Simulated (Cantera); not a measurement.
**Silicon etching in halogen gases: Si + HBr**

Input: 1 mol Si, a varied amount of HBr, held at 302 °C and 0.0100 bar.

Method: chemical equilibrium by Gibbs-energy minimisation in Cantera with the NASA 1993 tables (ideal gas, pure condensed phases). Candidate condensed phases: Br₂, Si; 19 gas species. The numbers say what is thermodynamically allowed, not how fast it happens.

From 2.1 mol HBr to 3.9 mol HBr the condensed part is Si(s). From 4.8 mol HBr to 11 mol HBr nothing is condensed. The main Si-bearing gas is SiBr₄ throughout.

| n(HBr) (mol) | x HBr | x H₂ | x SiBr₄ | x SiHBr₃ | x SiH₂Br₂ | n Si(s) |
|---|---|---|---|---|---|---|
| 2.1 | 0.000238 | 0.664 | 0.329 | 0.00679 | 6.43e-5 | 0.472 |
| 3 | 0.000238 | 0.664 | 0.329 | 0.00679 | 6.43e-5 | 0.246 |
| 3.9 | 0.000238 | 0.664 | 0.329 | 0.00679 | 6.43e-5 | 0.0201 |
| 4.8 | 0.211 | 0.526 | 0.263 | 4.87e-6 | 4.14e-11 | 0 |
| 5.7 | 0.362 | 0.426 | 0.213 | 1.85e-6 | 7.42e-12 | 0 |
| 6.6 | 0.464 | 0.357 | 0.179 | 1.02e-6 | 2.66e-12 | 0 |
| 7.5 | 0.538 | 0.308 | 0.154 | 6.51e-7 | 1.26e-12 | 0 |
| 8.4 | 0.595 | 0.270 | 0.135 | 4.55e-7 | <1e-12 | 0 |
| 9.3 | 0.639 | 0.241 | 0.120 | 3.37e-7 | <1e-12 | 0 |
| 10 | 0.667 | 0.222 | 0.111 | 2.74e-7 | <1e-12 | 0 |
| 11 | 0.700 | 0.200 | 0.1000 | 2.12e-7 | <1e-12 | 0 |
x: gas mole fraction; n: condensed amount in mol.
